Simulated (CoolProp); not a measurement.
Aqueous magnesium chloride as a coolant, 15 % by mass, freezing at -16.8 °C, 1 atm.

Model: Melinder's fits for secondary coolants, in CoolProp.

```csv
T (°C),Prandtl number,conductivity (W/(m K)),viscosity (mPa s),density (kg/m³)
-10.7,34.2,0.509,5.31,1137
-4.5,26.9,0.519,4.25,1136
1.6,21.5,0.530,3.46,1134
7.7,17.5,0.541,2.85,1132
13.8,14.3,0.552,2.37,1130
20,11.7,0.563,1.97,1128
26.1,9.67,0.573,1.65,1126
32.2,7.96,0.583,1.38,1123
38.4,6.49,0.593,1.14,1120
```
